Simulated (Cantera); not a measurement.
A closed system holds: 1 mol B2O3, 2.8 mol BCl3, 3.9 mol O2, 3 mol NF3, at 1800 Pa.

Cantera equilibrium calculation (NASA polynomials, part measured and part estimated; ideal gas, pure solids and liquids). Candidate condensed phases: B, BN, B2O3; 42 gas species. Kinetics and transport are ignored.

### Question
What share of the B ends up in condensed phases as a function of T (K), at 848, 948, 1048, 1148, 1248, 1348, 1448, 1548?

### Answer
| T (K) | B condensed (%) | as |
|---|---|---|
| 848 | 28.4 | B2O3(l) |
| 948 | 26.4 | B2O3(l) |
| 1048 | 24.7 | B2O3(l) |
| 1148 | 22.4 | B2O3(l) |
| 1248 | 16.9 | B2O3(l) |
| 1348 | 0.7 | B2O3(l) |
| 1448 | 0.0 | - |
| 1548 | 0.0 | - |
